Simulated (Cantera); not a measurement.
An isothermal, constant-pressure homogeneous reactor starts with 25.6 % NH3, 74.4 % H2, at 2125 K and 0.0132 atm.

Model: the gas-phase N/H chemistry of the illustrative SiF4/NH3 mechanism in the Surface Chemkin manual (1991), integrated in Cantera. Walls and surfaces, which speed up NH3 decomposition in real reactors, are not modelled.

x: mole fraction; the columns are a selection and need not sum to one.

```json
[
 {"t (s)": "2.00e-6", "x NH3": "0.256", "x H2": "0.744", "x N": "<1e-12", "x N2H4": "<1e-12", "x NH2": "2.63e-7", "x N2H2": "<1e-12"},
 {"t (s)": "5.49e-6", "x NH3": "0.256", "x H2": "0.744", "x N": "<1e-12", "x N2H4": "<1e-12", "x NH2": "7.29e-7", "x N2H2": "<1e-12"},
 {"t (s)": "1.51e-5", "x NH3": "0.256", "x H2": "0.744", "x N": "<1e-12", "x N2H4": "<1e-12", "x NH2": "2.03e-6", "x N2H2": "<1e-12"},
 {"t (s)": "4.13e-5", "x NH3": "0.256", "x H2": "0.744", "x N": "<1e-12", "x N2H4": "<1e-12", "x NH2": "5.61e-6", "x N2H2": "1.10e-11"},
 {"t (s)": "0.000113", "x NH3": "0.256", "x H2": "0.744", "x N": "6.59e-12", "x N2H4": "<1e-12", "x NH2": "1.55e-5", "x N2H2": "1.43e-10"},
 {"t (s)": "0.000311", "x NH3": "0.256", "x H2": "0.744", "x N": "2.01e-10", "x N2H4": "4.22e-12", "x NH2": "4.24e-5", "x N2H2": "1.48e-9"},
 {"t (s)": "0.000854", "x NH3": "0.256", "x H2": "0.744", "x N": "4.73e-9", "x N2H4": "3.20e-11", "x NH2": "0.000116", "x N2H2": "1.46e-8"},
 {"t (s)": "0.00234", "x NH3": "0.256", "x H2": "0.743", "x N": "9.69e-8", "x N2H4": "2.36e-10", "x NH2": "0.000314", "x N2H2": "1.61e-7"},
 {"t (s)": "0.00643", "x NH3": "0.255", "x H2": "0.743", "x N": "1.36e-6", "x N2H4": "1.41e-9", "x NH2": "0.000767", "x N2H2": "1.60e-6"},
 {"t (s)": "0.0176", "x NH3": "0.250", "x H2": "0.746", "x N": "3.31e-6", "x N2H4": "2.52e-9", "x NH2": "0.00103", "x N2H2": "3.51e-6"},
 {"t (s)": "0.0484", "x NH3": "0.235", "x H2": "0.755", "x N": "3.36e-6", "x N2H4": "2.33e-9", "x NH2": "0.000988", "x N2H2": "3.28e-6"},
 {"t (s)": "0.133", "x NH3": "?", "x H2": "0.777", "x N": "3.38e-6", "x N2H4": "?", "x NH2": "?", "x N2H2": "?"},
 {"t (s)": "0.364", "x NH3": "0.130", "x H2": "0.818", "x N": "3.38e-6", "x N2H4": "1.03e-9", "x NH2": "0.000657", "x N2H2": "1.59e-6"},
 {"t (s)": "1.00", "x NH3": "0.0456", "x H2": "0.868", "x N": "3.33e-6", "x N2H4": "2.44e-10", "x NH2": "0.000320", "x N2H2": "4.71e-7"}
]
```

Fill in the missing entries.


- 0.133, x NH3: 0.199
- 0.133, x N2H4: 1.85e-9
- 0.133, x NH2: 0.000882
- 0.133, x N2H2: 2.67e-6
